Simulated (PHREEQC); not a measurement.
**Spent oxide etchant: an equilibrium model**

Dissolve 1.7 mmol/kgw NH4HF2, 0.3 mmol/kgw H2SiF6 and 180 mmol/kgw HBF4 at 25 °C. Closed to the air; pH follows from the charge balance.

The numbers come from PHREEQC with the ion-association model, wateq4f.dat.

The pH is 0.85, the ionic strength comes out as 0.178 mol/kgw and the activity of water is 0.994. The total alkalinity is -724 meq/kg.

```csv
species,molality,activity,log γ
H+,0.176,0.141,-0.096
BF4-,0.173,0.120,-0.160
HF,0.0182,0.0190,0.018
BF3OH-,0.00333,0.00231,-0.160
H3BO3,0.00324,0.00338,0.018
NH4+,0.00170,0.00128,-0.124
H2F2,0.000903,0.000941,0.018
```

No solid was allowed to form. SiF6-2 is the database's only silicon fluoride. Real BF4- forms and hydrolyses slowly; the run takes it at equilibrium.
